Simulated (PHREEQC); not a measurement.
Solution (85 °C): 4.1 mmol/kgw TMAH and 130 mmol/kgw K2SO4. Closed to the air; pH follows from the charge balance.

Computed with PHREEQC (ion-association model, wateq4f.dat).

```tsv
quantity	before	after
pH	9.95	11.44
ionic strength (mol/kgw)	0.286	0.325
SO4-2 (mol/kgw)	0.0761	0.0954
KSO4- (mol/kgw)	0.0539	0.0346
HSO4- (mol/kgw)	1.29e-9	1.18e-11
```

### Question
Name the change that produced these shifts.
A) temperature from 85 to 25 °C
B) TMAH from 0.0041 to 0.0205 mol/kgw
C) TMAH left out
D) TMAH replaced by (CH3)4NF at the same molality

### Answer
A, temperature from 85 to 25 °C

No solid was allowed to form. (CH3)4N+ isn't in the database: it is added as a free cation with an ion size of 4 Å. Constants without temperature data keep their 25 °C values here.
